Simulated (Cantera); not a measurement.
Feed: 1 mol Cr₂O₃, 2.7 mol H₂, 0.83 mol N₂, equilibrated at 1750 K and 101000 Pa.

Method: chemical equilibrium by Gibbs-energy minimisation in Cantera with the NASA 1993 tables (ideal gas, pure condensed phases). Candidate condensed phases: Cr, CrN, Cr₂N, Cr₂O₃, H₂O; 29 gas species. Mutual solubility and eutectic melting of coexisting phases are not modelled. Rates play no part.

Base state: H₂ 0.761, N₂ 0.235, H₂O 0.00389, H 0.000202, Cr 4.44e-5, NH₃ 1.06e-5 (mole fractions); condensed: Cr(s) + Cr₂O₃(s).

Task: What changes in the equilibrium state with this change: Cr₂O₃ replaced by PbS?

Result: 
```
species         before    after
-------------  -------  -------
H₂               0.761    0.549
N₂               0.235    0.182
PbS                  0    0.168
Pb                   0   0.0518
H₂S                  0   0.0429
Cr             4.44e-5        0
H₂O            0.00389        0
S₂                   0  0.00363
SH                   0  0.00169
S                    0  2.94e-5
Cr(s), mol     0.00900        0
Cr₂O₃(s), mol    0.995        0
```
Further candidate phases: Pb, PbS, S.

Task: What changes in the equilibrium state with this change: temperature from 1750 K to 1223.15 K?

Result: 
| species | before | after |
|---|---|---|
| H₂ | 0.761 | 0.765 |
| N₂ | 0.235 | 0.235 |
| H₂O | 0.00389 | 0.000291 |
| H | 0.000202 | 2.62e-7 |
| Cr | 4.44e-5 | <1e-9 |
| NH₃ | 1.06e-5 | 5.65e-5 |
| Cr(s), mol | 0.00900 | 0 |
| Cr₂O₃(s), mol | 0.995 | 1.000 |
| CrN(s), mol | 0 | 0.000684 |
